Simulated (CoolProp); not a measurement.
Aqueous propylene glycol as a coolant, at 26 °C, 1 atm.

Model: Melinder's fits for secondary coolants, in CoolProp.

```tsv
mass %	freezing point (°C)	density (kg/m³)	conductivity (W/(m K))	Prandtl number	cp (kJ/(kg K))
1.6	-0.3	[?]	0.600	6.42	4.164
7.1	-1.9	1002	0.568	8.05	4.110
12.6	-3.9	1007	0.537	10.0	4.060
18.1	-6.3	1011	0.508	12.5	4.008
23.6	-9.0	1016	0.480	15.7	3.951
29.1	-12.2	1020	0.454	19.9	3.885
34.6	-16.0	[?]	0.428	[?]	3.809
40.1	-20.7	1029	0.404	31.9	3.724
45.6	-26.5	1033	0.380	[?]	3.632
51.1	-33.8	1036	0.358	[?]	3.533
56.6	-43.1	[?]	0.337	63.2	3.431
```

Problem. Complete the blanks.

Solution. 
- 1.6, density (kg/m³): 998.3
- 34.6, density (kg/m³): 1025
- 34.6, Prandtl number: 25.2
- 45.6, Prandtl number: 40.2
- 51.1, Prandtl number: 50.3
- 56.6, density (kg/m³): 1038
